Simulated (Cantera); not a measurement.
Cantera run, input and output.

```python
import numpy as np
import cantera as ct

gas = ct.Solution("gri30.yaml")
gas.TPX = 1450, 110000, {'CH4': 1, 'H2': 22}
reactor = ct.IdealGasConstPressureReactor(gas, energy="off", clone=False)
net = ct.ReactorNet([reactor])
net.rtol, net.atol = 1e-08, 1e-18
show = ['CH4', 'H2', 'C2H6', 'C2H2', 'C2H', 'H', 'CH3']
times = np.geomspace(6e-05, 7, 14)

steps = ct.SolutionArray(gas, extra=["t"])
rows = []
print(f"{'t/s':>10s}{'T/K':>9s}{'P/Pa':>11s}" + "".join(f"{s:>11s}" for s in show))
for t in times:
    while net.time < t:
        t_next = net.step()
        steps.append(gas.state, t=t_next)
    rows.append([np.interp(t, steps.t, y) for y in (steps.T, steps.P, *steps(*show).X.T)])
    print(f"{t:10.3e}{rows[-1][0]:9.1f}{rows[-1][1]:11.4g}" + "".join(f"{x:11.3e}" for x in rows[-1][2:]))
rate = np.gradient(steps.T, steps.t)
print("integrator steps:", len(steps.t))
if steps.T.max() > steps.T[0] + 200:
    print(f"time of steepest temperature rise: {steps.t[rate.argmax()]:.4e} s")
gas.TPX = 1450, 110000, {'CH4': 1, 'H2': 22}
gas.equilibrate("TP")
print(f"equilibrium (TP): T = {gas.T:.1f} K  " + "  ".join(f"{s} {gas[s].X[0]:.3e}" for s in show))
```

It prints:

```
       t/s      T/K       P/Pa        CH4         H2       C2H6       C2H2        C2H          H        CH3
 6.000e-05   1450.0    1.1e+05  4.348e-02  9.565e-01  1.308e-10  9.347e-16  6.652e-25  4.944e-07  4.527e-07
 1.472e-04   1450.0    1.1e+05  4.348e-02  9.565e-01  1.892e-09  4.303e-14  7.430e-23  1.205e-06  1.103e-06
 3.611e-04   1450.0    1.1e+05  4.348e-02  9.565e-01  2.586e-08  2.379e-12  9.690e-21  2.848e-06  2.606e-06
 8.860e-04   1450.0    1.1e+05  4.347e-02  9.565e-01  2.716e-07  1.637e-10  1.352e-18  5.781e-06  5.288e-06
 2.174e-03   1450.0    1.1e+05  4.347e-02  9.565e-01  1.272e-06  8.613e-09  9.750e-17  7.926e-06  7.249e-06
 5.333e-03   1450.0    1.1e+05  4.346e-02  9.565e-01  2.121e-06  1.752e-07  2.075e-15  8.295e-06  7.585e-06
 1.308e-02   1450.0    1.1e+05  4.344e-02  9.565e-01  2.265e-06  1.641e-06  1.953e-14  8.330e-06  7.614e-06
 3.210e-02   1450.0    1.1e+05  4.340e-02  9.566e-01  2.364e-06  9.577e-06  1.142e-13  8.349e-06  7.624e-06
 7.875e-02   1450.0    1.1e+05  4.330e-02  9.566e-01  2.509e-06  3.861e-05  4.620e-13  8.378e-06  7.632e-06
 1.932e-01   1450.0    1.1e+05  4.307e-02  9.567e-01  2.767e-06  1.129e-04  1.359e-12  8.431e-06  7.640e-06
 4.740e-01   1450.0    1.1e+05  4.261e-02  9.570e-01  3.283e-06  2.647e-04  3.227e-12  8.540e-06  7.653e-06
 1.163e+00   1450.0    1.1e+05  4.190e-02  9.573e-01  4.093e-06  4.990e-04  6.203e-12  8.711e-06  7.674e-06
 2.853e+00   1450.0    1.1e+05  4.132e-02  9.576e-01  4.760e-06  6.893e-04  8.706e-12  8.854e-06  7.690e-06
 7.000e+00   1450.0    1.1e+05  4.120e-02  9.577e-01  4.901e-06  7.291e-04  9.241e-12  8.884e-06  7.693e-06
integrator steps: 483
equilibrium (TP): T = 1450.0 K  CH4 4.119e-02  H2 9.577e-01  C2H6 4.903e-06  C2H2 7.297e-04  C2H 9.248e-12  H 8.885e-06  CH3 7.693e-06
```

Model: GRI-Mech 3.0 (53 species, 325 reactions), integrated in Cantera. GRI-Mech 3.0 stops at C3 and has no aromatics, soot or wall deposition, so with more carbon than oxygen in the feed, carbon stays in small species such as C2H2 where larger ones or solid carbon would form.
